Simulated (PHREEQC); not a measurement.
1 kg of water holding 0.051 mol/kgw CaCl2, 0.011 mol/kgw MgCl2, 0.005 mol/kgw SrCl2 and 0.033 mol/kgw KCl is evaporated at 15 °C; the solids stay in contact with the brine. No CO2 enters from the air. Solids allowed: Bischofite, Brucite, Carnallite, Portlandite, Sylvite, MgCl2_4H2O. Others were left out.

All values are PHREEQC results (Pitzer model, pitzer.dat), not measurements.

```
water left (kg)  ionic strength  water activity  Sylvite (mol)  Mg in solution (mol/kgw)  Ca in solution (mol/kgw)  Sr in solution (mol/kgw)
---------------  --------------  --------------  -------------  ------------------------  ------------------------  ------------------------
1                         0.234           0.996              0                    0.0110                    0.0510                   0.00500
0.8219                    0.285           0.995              0                    0.0134                    0.0621                   0.00608
0.5552                    0.421           0.992              0                    0.0198                    0.0919                   0.00901
0.4563               (withheld)           0.991              0                    0.0241                     0.112                    0.0110
0.3082                    0.759           0.986              0                    0.0357                     0.165                    0.0162
0.2533               (withheld)           0.983              0                    0.0434                     0.201                    0.0197
0.1711               (withheld)           0.975              0                    0.0643                     0.298                    0.0292
0.1407                     1.66           0.969              0                    0.0782                     0.363                    0.0355
0.09502                    2.46           0.951              0                     0.116                     0.537                    0.0526
0.07809                    3.00           0.939              0                     0.141                     0.653                    0.0640
0.05275                    4.44      (withheld)              0                     0.209                     0.967                    0.0948
0.04335                    5.40           0.872              0                     0.254                      1.18                     0.115
0.0293                     7.99           0.785              0                     0.375                      1.74                     0.171
0.02407                    9.72           0.721              0                     0.457                      2.12                     0.208
0.01627              (withheld)           0.578         0.0201                     0.676                      3.13                     0.307
0.01337                    15.6           0.474         0.0256                     0.823                      3.81                     0.374
```

Problem. Some entries are withheld; supply them.

Solution. 
- 0.4563, ionic strength: 0.513
- 0.2533, ionic strength: 0.924
- 0.1711, ionic strength: 1.37
- 0.05275, water activity: 0.901
- 0.01627, ionic strength: 13.1
